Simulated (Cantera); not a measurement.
Cantera run:

```python
import numpy as np
import cantera as ct

gas_names = """
    CL CL2 H HCL H2 Si SiCL SiCL2 SiCL3 SiCL4 SiH SiHCL3 SiH2 SiH2CL2 SiH3 SiH3CL SiH4 Si2 Si3
""".split()
cond_names = """
    Si(cr) Si(L)
""".split()


# ... load() reads the species with a 1 bar reference pressure and builds the phases ...
atoms = {
    'SiH2Cl2': {'Si': 1, 'H': 2, 'CL': 2},
    'Cl2': {'CL': 2},
    'H2': {'H': 2},
}
top_T = {}  # K; cautious upper limits of use, not melting points


# ... equilibrate(T, P, feed) seeds the gas with the atoms and calls Mixture.equilibrate('TP', solver="vcs", rtol=1e-11, max_steps=5000) ...
results = []
feed = {'SiH2Cl2': 1, 'Cl2': 0.0053, 'H2': 160}  # mol
P = 1333.22  # Pa
for T in [1398, 1423, 1448, 1473, 1498, 1523, 1548, 1573, 1598, 1623, 1648, 1673, 1698]:
    mix = equilibrate(T, P, feed)
    results.append((T, P, feed, dict(zip(mix.species_names, mix.species_moles))))
    x = sorted(zip(gas.X, gas.species_names), reverse=True)
    print(f"T = {T:g} K  P = {P:g} Pa  gas = {mix.phase_moles(0):.4g} mol")
    print("   x: " + "  ".join(f"{s} {v:.3e}" for v, s in x if v > 1e-06))
    print("   condensed (mol): " + ("  ".join(f"{mix.phase(i).name} {mix.phase_moles(i):.4g}"
          for i in range(1, mix.n_phases) if mix.phase_moles(i) > 1e-12) or "none"))
```

Result:

```
T = 1398 K  P = 1333.22 Pa  gas = 162 mol
   x: H2 9.880e-01  HCL 1.160e-02  SiCL2 4.010e-04  H 4.073e-05  SiCL3 2.727e-06
   condensed (mol): Si(cr) 0.9343
T = 1423 K  P = 1333.22 Pa  gas = 162 mol
   x: H2 9.879e-01  HCL 1.158e-02  SiCL2 4.091e-04  H 5.718e-05  SiCL3 2.314e-06
   condensed (mol): Si(cr) 0.9331
T = 1448 K  P = 1333.22 Pa  gas = 162 mol
   x: H2 9.879e-01  HCL 1.157e-02  SiCL2 4.170e-04  H 7.934e-05  SiCL3 1.975e-06
   condensed (mol): Si(cr) 0.9318
T = 1473 K  P = 1333.22 Pa  gas = 162 mol
   x: H2 9.879e-01  HCL 1.155e-02  SiCL2 4.247e-04  H 1.089e-04  SiCL3 1.695e-06  SiH2 1.039e-06  CL 1.032e-06
   condensed (mol): Si(cr) 0.9305
T = 1498 K  P = 1333.22 Pa  gas = 162 mol
   x: H2 9.879e-01  HCL 1.154e-02  SiCL2 4.321e-04  H 1.479e-04  SiCL3 1.461e-06  SiH2 1.442e-06  CL 1.393e-06
   condensed (mol): Si(cr) 0.9292
T = 1523 K  P = 1333.22 Pa  gas = 162 mol
   x: H2 9.878e-01  HCL 1.152e-02  SiCL2 4.393e-04  H 1.989e-04  SiH2 1.981e-06  CL 1.862e-06  Si 1.352e-06  SiCL3 1.266e-06  SiCL 1.089e-06
   condensed (mol): Si(cr) 0.9278
T = 1548 K  P = 1333.22 Pa  gas = 162 mol
   x: H2 9.878e-01  HCL 1.151e-02  SiCL2 4.462e-04  H 2.650e-04  SiH2 2.693e-06  CL 2.466e-06  Si 2.383e-06  SiCL 1.565e-06  SiCL3 1.102e-06
   condensed (mol): Si(cr) 0.9263
T = 1573 K  P = 1333.22 Pa  gas = 162 mol
   x: H2 9.877e-01  HCL 1.149e-02  SiCL2 4.529e-04  H 3.500e-04  Si 4.124e-06  SiH2 3.624e-06  CL 3.237e-06  SiCL 2.221e-06  SiH 1.139e-06
   condensed (mol): Si(cr) 0.9246
T = 1598 K  P = 1333.22 Pa  gas = 162 mol
   x: H2 9.876e-01  HCL 1.148e-02  SiCL2 4.593e-04  H 4.581e-04  Si 7.014e-06  SiH2 4.833e-06  CL 4.213e-06  SiCL 3.118e-06  SiH 1.767e-06
   condensed (mol): Si(cr) 0.9227
T = 1623 K  P = 1333.22 Pa  gas = 162.1 mol
   x: H2 9.874e-01  HCL 1.146e-02  H 5.948e-04  SiCL2 4.655e-04  Si 1.173e-05  SiH2 6.386e-06  CL 5.439e-06  SiCL 4.330e-06  SiH 2.701e-06
   condensed (mol): Si(cr) 0.9203
T = 1648 K  P = 1333.22 Pa  gas = 162.1 mol
   x: H2 9.873e-01  HCL 1.145e-02  H 7.663e-04  SiCL2 4.714e-04  Si 1.932e-05  SiH2 8.367e-06  CL 6.969e-06  SiCL 5.952e-06  SiH 4.077e-06
   condensed (mol): Si(cr) 0.9173
T = 1673 K  P = 1333.22 Pa  gas = 162.1 mol
   x: H2 9.870e-01  HCL 1.143e-02  H 9.799e-04  SiCL2 4.771e-04  Si 3.134e-05  SiH2 1.087e-05  CL 8.862e-06  SiCL 8.100e-06  SiH 6.076e-06
   condensed (mol): Si(cr) 0.9134
T = 1698 K  P = 1333.22 Pa  gas = 162.1 mol
   x: H2 9.868e-01  HCL 1.143e-02  H 1.244e-03  SiCL2 4.755e-04  Si 4.926e-05  SiH2 1.378e-05  CL 1.120e-05  SiCL 1.075e-05  SiH 8.799e-06
   condensed (mol): Si(L) 0.9093
```

Cantera equilibrium calculation (NASA polynomials, part measured and part estimated; ideal gas, pure solids and liquids). The tables' values for SiCl are old estimates; treat these amounts as uncertain. Gases not in the tables: Si2H6 and higher silanes.
